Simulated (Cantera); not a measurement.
Equilibrium for carbon deposition, reforming and gasification: C2H5OH + O2

Charge: 1 mol C2H5OH, 0.022 mol O2, equilibrated at 1250 °C.

Equilibrium computed with Cantera from the NASA thermochemical tables; the gas is ideal and each condensed phase is pure. Candidate condensed phases: C, C6H6, C7H8, C8H18, H2O; 110 gas species. The ideal-gas law is rough above about 30 bar. Rates play no part.

From 10.0 Pa to 100 bar the condensed part is C(graphite). The main C-bearing gas is CO throughout.

```csv
P (Pa),x H2,x CO,x CH4,x H2O,n C(graphite)
10,0.740,0.258,1.26e-7,2.78e-8,0.956
72,0.741,0.258,9.11e-7,2.01e-7,0.956
520,0.742,0.258,6.59e-6,1.45e-6,0.956
3700,0.742,0.258,4.69e-5,1.03e-5,0.956
27000,0.741,0.258,0.000342,7.54e-5,0.955
190000,0.739,0.258,0.00239,0.000529,0.949
1400000,0.720,0.259,0.0167,0.00381,0.907
10000000,0.625,0.258,0.0900,0.0235,0.727
```
x: gas mole fraction; n: condensed amount in mol.
